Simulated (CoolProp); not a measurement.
Vapour-liquid equilibrium of hydrogen sulfide (1) + benzene (2) at 45.65 °C; x and y are mole fractions of (1).

The numbers come from the multi-fluid Helmholtz-energy mixture model, Lemmon 2006 and Thol 2012; pair parameters Bell 2016 in CoolProp.

Q: Give the bubble pressure and the first vapour's composition at x = 0.05, 0.65, 0.75. Is there an azeotrope?

A: x = 0.05: 1.656 bar, y = 0.817; x = 0.65: 19.01 bar, y = 0.990; x = 0.75: 22.49 bar, y = 0.993. No azeotrope shows between x = 0.05 and 0.95.

The pair parameters rest on a limited set of measurements; away from them the model extrapolates.
